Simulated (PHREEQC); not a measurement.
Solution (20 °C): 57 mmol/kgw HCl and 0.18 mmol/kgw Li2SO4. It is in equilibrium with CO2 at log p = -3.5 (atm). Otherwise closed; pH follows from the charge balance.

The numbers come from PHREEQC with the Pitzer model, pitzer.dat.

| quantity | before | after |
|---|---|---|
| pH | 1.32 | 5.65 |
| HCO3- (mol/kgw) | 1.42e-10 | 2.86e-6 |

Question: Name the change that produced these shifts.
(A) HCl replaced by CaCl2 at the same molality
(B) Li2SO4 left out
(C) HCl from 0.057 to 0.0627 mol/kgw
(D) temperature from 20 to 85 °C
(E) Li2SO4 from 0.00018 to 9e-05 mol/kgw

Answer: A, HCl replaced by CaCl2 at the same molality

No solid was allowed to form.
